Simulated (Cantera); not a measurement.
What does this Cantera script print?

```python
import numpy as np
import cantera as ct

gas_names = """
    H H2 N NH NH2 NH3 N2 N2H2 N2H4 Si SiH SiH2 SiH3 SiH4 SiN Si2 Si2N Si3
""".split()
cond_names = """
    Si(cr) Si(L) Si3N4(a)
""".split()


def load(file, names, dense=False):
    # The tables refer to 1 bar. Condensed volumes are neglected.
    table = {s.name: s for s in ct.Species.list_from_file(file)}
    out = []
    for n in names:
        d = dict(table[n].input_data)
        d["thermo"] = dict(d["thermo"], **{"reference-pressure": 1e5})
        if dense:
            d["equation-of-state"] = {"model": "constant-volume", "density": "1e6 g/cm^3"}
        out.append(ct.Species.from_dict(d))
    return out


gas = ct.Solution(thermo="ideal-gas", species=load("nasa_gas.yaml", gas_names))
cond = {s.name: ct.Solution(thermo="fixed-stoichiometry", species=[s], name=s.name)
        for s in load("nasa_condensed.yaml", cond_names, dense=True)}
atoms = {
    'SiH4': {'Si': 1, 'H': 4},
    'N2': {'N': 2},
}
top_T = {'Si3N4(a)': 2400}  # K; cautious upper limits of use, not melting points


def equilibrate(T, P, feed):
    n = {}
    for name, mol in feed.items():
        for a, k in atoms[name].items():
            n[a] = n.get(a, 0.0) + k * mol
    gas.TPX = T, P, n
    mass = sum(n.values()) * gas.mean_molecular_weight
    gas.equilibrate("TP")
    valid = [c for c in cond.values() if c.min_temp <= T <= top_T.get(c.name, c.max_temp)]
    mix = ct.Mixture([(gas, mass / gas.mean_molecular_weight)] + [(c, 0.0) for c in valid])
    mix.T, mix.P = T, P
    mix.equilibrate("TP", solver="vcs", rtol=1e-11, max_steps=5000)
    return mix


results = []
feed = {'SiH4': 1, 'N2': 1.7}  # mol
P = 13000  # Pa
for T in [850, 950, 1050, 1150, 1250, 1350, 1450, 1550, 1650, 1750, 1850, 1950]:
    mix = equilibrate(T, P, feed)
    results.append((T, P, feed, dict(zip(mix.species_names, mix.species_moles))))

top = {s: max(r[3][s] / sum(r[3][g] for g in gas_names) for r in results) for s in gas_names}
cols = sorted((s for s in top if top[s] > 0.001), key=lambda s: -top[s])[:7]
seen = [c for c in cond_names if any(r[3].get(c, 0) > 1e-12 for r in results)]
print("log10 of partial pressures in bar; condensed amounts in mol")
print(f"{'T/K':>10s}" + "".join(f"{s[:9]:>10s}" for s in cols + seen))
for T, P, feed, n in results:
    ng = sum(n[g] for g in gas_names)
    print(f"{T:10.4g}" + "".join(f"{np.log10(max(n[s] / ng * P / 1e5, 1e-99)):10.3f}" for s in cols)
          + "".join(f"{n.get(c, 0):10.4g}" for c in seen))
```

Output:

```
log10 of partial pressures in bar; condensed amounts in mol
       T/K        H2        N2         H     Si(L)  Si3N4(a)
       850    -1.067    -1.354   -11.222         0    0.3333
       950    -1.067    -1.354    -9.788         0    0.3333
      1050    -1.067    -1.354    -8.624         0    0.3333
      1150    -1.067    -1.354    -7.661         0    0.3333
      1250    -1.067    -1.354    -6.849         0    0.3333
      1350    -1.067    -1.354    -6.156         0    0.3333
      1450    -1.067    -1.354    -5.558         0    0.3333
      1550    -1.067    -1.354    -5.035         0    0.3333
      1650    -1.067    -1.354    -4.575         0    0.3333
      1750    -1.067    -1.354    -4.167         0    0.3333
      1850    -1.068    -1.354    -3.802         0    0.3333
      1950    -1.155    -1.224    -3.518    0.9988         0
```

These are equilibrium values from Cantera (NASA tables, ideal gas, pure condensed phases), not measurements of a reactor. N2 is the only nitrogen source here; it is nearly inert below about 1500 K, so the nitride shown seldom forms there in practice. The tables' values for SiN are old estimates; treat these amounts as uncertain. Gases not in the tables: Si2H6 and higher silanes.
